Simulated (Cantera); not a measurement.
Cantera run, input and output.

```python
import numpy as np
import cantera as ct

gas = ct.Solution("gri30.yaml")
gas.TPX = 400, 1000000, {'H2': 1, 'O2': 0.893, 'N2': 3.36}
inlet = ct.Reservoir(gas, clone=True)
gas.equilibrate("HP")  # start burning
reactor = ct.IdealGasConstPressureReactor(gas, energy="on", clone=False)
exhaust = ct.Reservoir(gas, clone=True)
tau = [0.046, 0.024, 0.013, 0.0068, 0.0036, 0.0019, 0.001, 0.00053, 0.00028, 0.00015, 7.8e-05, 4.1e-05, 2.2e-05][0]
for a, b in ((inlet, reactor), (reactor, exhaust)):
    ct.MassFlowController(a, b, mdot=lambda t: reactor.mass / tau)
net = ct.ReactorNet([reactor])
show = ['H2', 'O2', 'HO2', 'H', 'N2O']

rows = []
print(f"{'tau/s':>10s}{'T/K':>9s}" + "".join(f"{s:>11s}" for s in show))
for tau in [0.046, 0.024, 0.013, 0.0068, 0.0036, 0.0019, 0.001, 0.00053, 0.00028, 0.00015, 7.8e-05, 4.1e-05, 2.2e-05]:
    net.initial_time = 0.0
    net.advance(30 * tau)
    before = gas.X
    net.advance(40 * tau)
    drift = np.max(np.abs(gas.X - before) / (gas.X + 1e-9))
    rows.append([gas.T, *gas[show].X, drift])
    print(f"{tau:10.3e}{gas.T:9.1f}" + "".join(f"{x:11.3e}" for x in gas[show].X))
```

Output:

```
     tau/s      T/K         H2         O2        HO2          H        N2O
 4.600e-02   1849.5  4.745e-05  8.249e-02  2.439e-06  1.500e-06  6.508e-07
 2.400e-02   1849.1  6.857e-05  8.249e-02  2.902e-06  2.164e-06  7.694e-07
 1.300e-02   1848.5  1.007e-04  8.248e-02  3.651e-06  3.320e-06  9.444e-07
 6.800e-03   1847.5  1.539e-04  8.246e-02  4.968e-06  5.571e-06  1.213e-06
 3.600e-03   1846.1  2.353e-04  8.244e-02  7.074e-06  9.665e-06  1.561e-06
 1.900e-03   1844.1  3.612e-04  8.242e-02  1.043e-05  1.726e-05  1.964e-06
 1.000e-03   1841.3  5.555e-04  8.241e-02  1.567e-05  3.138e-05  2.344e-06
 5.300e-04   1837.3  8.498e-04  8.242e-02  2.360e-05  5.715e-05  2.592e-06
 2.800e-04   1831.6  1.301e-03  8.247e-02  3.558e-05  1.047e-04  2.646e-06
 1.500e-04   1823.5  1.972e-03  8.257e-02  5.283e-05  1.893e-04  2.515e-06
 7.800e-05   1811.2  3.046e-03  8.280e-02  7.901e-05  3.497e-04  2.246e-06
 4.100e-05   1793.2  4.674e-03  8.323e-02  1.155e-04  6.319e-04  1.918e-06
 2.200e-05   1767.5  7.111e-03  8.401e-02  1.638e-04  1.099e-03  1.584e-06
```

Cantera simulation using GRI-Mech 3.0 (53 species, 325 reactions); the numbers are that mechanism's predictions, not measurements. The hydrogen kinetics of GRI-Mech 3.0 are dated; newer H2 mechanisms differ, most at raised pressure.
